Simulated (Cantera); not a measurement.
# Roasting and sulfation: FeS2 + H2S + N2

Charge: 1 mol FeS2, 0.39 mol H2S, 2.1 mol N2, equilibrated at 1775 K.

These are equilibrium values from Cantera (NASA tables, ideal gas, pure condensed phases), not measurements of a reactor. Candidate condensed phases: Fe, FeS, FeS2, S; 16 gas species. FeS: taken at fixed stoichiometry. Rates play no part.

```json
[
 {"P (Pa)": "1000", "log p N2": "-2.18", "log p S2": "-2.68", "log p H2": "-2.95", "log p H2S": "-4.21", "log p SH": "-4.20", "log p S": "-4.56", "n FeS(l)": "0.997"},
 {"P (Pa)": "3000", "log p N2": "-1.70", "log p S2": "-2.20", "log p H2": "-2.48", "log p H2S": "-3.51", "log p SH": "-3.73", "log p S": "-4.32", "n FeS(l)": "0.999"},
 {"P (Pa)": "8800", "log p N2": "-1.23", "log p S2": "-1.74", "log p H2": "-2.04", "log p H2S": "-2.84", "log p SH": "-3.28", "log p S": "-4.09", "n FeS(l)": "1.000"},
 {"P (Pa)": "26000", "log p N2": "-0.76", "log p S2": "-1.27", "log p H2": "-1.61", "log p H2S": "-2.17", "log p SH": "-2.83", "log p S": "-3.85", "n FeS(l)": "1.000"},
 {"P (Pa)": "77000", "log p N2": "-0.29", "log p S2": "-0.81", "log p H2": "-1.19", "log p H2S": "-1.53", "log p SH": "-2.39", "log p S": "-3.62", "n FeS(l)": "1.000"},
 {"P (Pa)": "230000", "log p N2": "0.19", "log p S2": "-0.35", "log p H2": "-0.80", "log p H2S": "-0.90", "log p SH": "-1.96", "log p S": "-3.39", "n FeS(l)": "1.000"},
 {"P (Pa)": "680000", "log p N2": "0.67", "log p S2": "0.11", "log p H2": "-0.44", "log p H2S": "-0.31", "log p SH": "-1.56", "log p S": "-3.16", "n FeS(l)": "1.00"},
 {"P (Pa)": "2000000", "log p N2": "1.14", "log p S2": "0.56", "log p H2": "-0.11", "log p H2S": "0.24", "log p SH": "-1.16", "log p S": "-2.94", "n FeS(l)": "1.00"}
]
```
log p: log10 of the partial pressure in bar; n: condensed amount in mol.

From 10.0 mbar to 20.0 bar the condensed part is FeS(l).
